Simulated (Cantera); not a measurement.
Cantera run, input and output.

```python
import numpy as np
import cantera as ct

gas = ct.Solution("gri30.yaml")
gas.TPX = 798, 500000, {'CH4': 1, 'CO': 0.048, 'O2': 3.61, 'N2': 13.6, 'CO2': 2}
inlet = ct.Reservoir(gas, clone=True)
gas.equilibrate("HP")  # start burning
reactor = ct.IdealGasConstPressureReactor(gas, energy="on", clone=False)
exhaust = ct.Reservoir(gas, clone=True)
tau = [0.027, 0.011, 0.0046, 0.0019, 0.00078, 0.00032, 0.00013, 5.5e-05, 2.3e-05][0]
for a, b in ((inlet, reactor), (reactor, exhaust)):
    ct.MassFlowController(a, b, mdot=lambda t: reactor.mass / tau)
net = ct.ReactorNet([reactor])
show = ['CH4', 'CO', 'O2', 'C2H6', 'CH2O', 'H']

rows = []
print(f"{'tau/s':>10s}{'T/K':>9s}" + "".join(f"{s:>11s}" for s in show))
for tau in [0.027, 0.011, 0.0046, 0.0019, 0.00078, 0.00032, 0.00013, 5.5e-05, 2.3e-05]:
    net.initial_time = 0.0
    net.advance(30 * tau)
    before = gas.X
    net.advance(40 * tau)
    drift = np.max(np.abs(gas.X - before) / (gas.X + 1e-9))
    rows.append([gas.T, *gas[show].X, drift])
    print(f"{tau:10.3e}{gas.T:9.1f}" + "".join(f"{x:11.3e}" for x in gas[show].X))
```

It prints:

```
     tau/s      T/K        CH4         CO         O2       C2H6       CH2O          H
 2.700e-02   1832.4  1.220e-05  3.897e-04  7.839e-02  7.668e-10  1.440e-06  3.526e-06
 1.100e-02   1828.9  2.312e-05  6.990e-04  7.852e-02  2.261e-09  2.816e-06  7.308e-06
 4.600e-03   1823.2  4.214e-05  1.246e-03  7.876e-02  5.828e-09  5.301e-06  1.564e-05
 1.900e-03   1813.2  7.750e-05  2.242e-03  7.923e-02  1.450e-08  1.003e-05  3.430e-05
 7.800e-04   1795.8  1.465e-04  4.041e-03  8.015e-02  3.703e-08  1.929e-05  7.419e-05
 3.200e-04   1765.1  2.964e-04  7.292e-03  8.198e-02  1.105e-07  3.864e-05  1.510e-04
 1.300e-04   1702.3  7.725e-04  1.395e-02  8.641e-02  6.512e-07  9.339e-05  2.589e-04
 5.500e-05    798.0  4.936e-02  2.369e-03  1.782e-01 -3.258e-17  8.240e-15  1.099e-17
 2.300e-05    798.0  4.936e-02  2.369e-03  1.782e-01  2.434e-20  1.413e-15  9.951e-18
```

Cantera simulation using GRI-Mech 3.0 (53 species, 325 reactions); the numbers are that mechanism's predictions, not measurements.
